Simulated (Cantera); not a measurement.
Charge: 1 mol PbCl₂, 180 mol H₂, equilibrated at 1775 °C and 750 Torr.

Cantera equilibrium calculation (NASA polynomials, part measured and part estimated; ideal gas, pure solids and liquids). Candidate condensed phases: Pb, PbCl₂; 10 gas species. Kinetics and transport are ignored.

Base state: H₂ 0.981, HCl 0.0108, Pb 0.00536, H 0.00222, PbCl 0.000130, Cl 1.81e-5 (mole fractions); condensed: gas only.

Q: What changes in the equilibrium state with this change: temperature from 1775 °C to 1900 °C?

A: 
| species | before | after |
|---|---|---|
| H₂ | 0.981 | 0.979 |
| HCl | 0.0108 | 0.0108 |
| Pb | 0.00536 | 0.00538 |
| H | 0.00222 | 0.00478 |
| PbCl | 0.000130 | 9.67e-5 |
| Cl | 1.81e-5 | 3.86e-5 |

Q: What changes in the equilibrium state with this change: temperature from 1775 °C to 827 °C?

A: 
| species | before | after |
|---|---|---|
| H₂ | 0.981 | 0.989 |
| HCl | 0.0108 | 0.0107 |
| PbCl | 0.000130 | 0.000238 |
| Pb | 0.00536 | 0.000121 |
| H | 0.00222 | 2.57e-8 |
| Cl | 1.81e-5 | <1e-9 |
| PbCl₂ | 3.35e-7 | 6.46e-5 |
| Pb(l), mol | 0 | 0.923 |

Q: What changes in the equilibrium state with this change: temperature from 1775 °C to 527 °C?

A: 
| species | before | after |
|---|---|---|
| H₂ | 0.981 | 0.989 |
| HCl | 0.0108 | 0.0108 |
| PbCl₂ | 3.35e-7 | 5.56e-5 |
| Pb | 0.00536 | 6.14e-8 |
| H | 0.00222 | <1e-9 |
| PbCl₄ | <1e-9 | 2.96e-5 |
| Cl | 1.81e-5 | <1e-9 |
| PbCl | 0.000130 | 4.33e-6 |
| Pb(l), mol | 0 | 0.984 |
The tables' values for PbCl₄ are old estimates; treat these amounts as uncertain.
